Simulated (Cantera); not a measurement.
Thermodynamics of tantalum, niobium, vanadium and zirconium in process gases, feed Ta(OEt)₅ + CO₂ + H₂

Feed: 1 mol Ta(OEt)₅, 3.1 mol CO₂, 11 mol H₂, at 1250 K.

Cantera equilibrium calculation (NASA polynomials, part measured and part estimated; ideal gas, pure solids and liquids). Candidate condensed phases: C, C₆H₆, C₇H₈, C₈H₁₈, H₂O, Ta, TaC, Ta₂O₅; 113 gas species. The feed counts by its element totals alone. TaC: taken at fixed stoichiometry. Condensed phases not in the tables: Ta₂C. Equilibrium is a limit: real reactors are often held back by kinetics, nucleation or transport.

From 0.100 Pa to 0.100 bar the condensed part is C(graphite) + TaC(s). From 1.00 bar to 10.0 bar the condensed part is C(graphite) + Ta₂O₅(s).

| P (Pa) | x H₂ | x CO | x CH₄ | x H₂O | x CO₂ | x H | x C₂H₄ | x C₂H₆ | n C(graphite) | n TaC(s) | n Ta₂O₅(s) |
|---|---|---|---|---|---|---|---|---|---|---|---|
| 0.100 | 0.677 | 0.323 | 5.04e-9 | 3.29e-9 | 1.00e-9 | 0.000398 | <1e-12 | <1e-12 | 0.900 | 1.00 | 0 |
| 1 | 0.677 | 0.323 | 5.04e-8 | 3.29e-8 | 1.00e-8 | 0.000126 | 6.64e-12 | <1e-12 | 0.900 | 1.00 | 0 |
| 10 | 0.677 | 0.323 | 5.04e-7 | 3.29e-7 | 1.00e-7 | 3.98e-5 | 6.64e-11 | <1e-12 | 0.900 | 1.00 | 0 |
| 100 | 0.677 | 0.323 | 5.04e-6 | 3.29e-6 | 1.00e-6 | 1.26e-5 | 6.64e-10 | <1e-12 | 0.900 | 1.00 | 0 |
| 1000 | 0.677 | 0.323 | 5.04e-5 | 3.29e-5 | 1.00e-5 | 3.98e-6 | 6.64e-9 | 3.89e-12 | 0.900 | 1.00 | 0 |
| 10000 | 0.677 | 0.323 | 0.000503 | 0.000329 | 0.000100 | 1.26e-6 | 6.63e-8 | 3.88e-10 | 0.897 | 1.00 | 0 |
| 100000 | 0.722 | 0.268 | 0.00574 | 0.00292 | 0.000693 | 4.11e-7 | 7.55e-7 | 4.72e-8 | 4.33 | 0 | 0.500 |
| 1000000 | 0.666 | 0.254 | 0.0487 | 0.0255 | 0.00621 | 1.25e-7 | 6.42e-6 | 3.70e-6 | 3.89 | 0 | 0.500 |
x: gas mole fraction; n: condensed amount in mol.
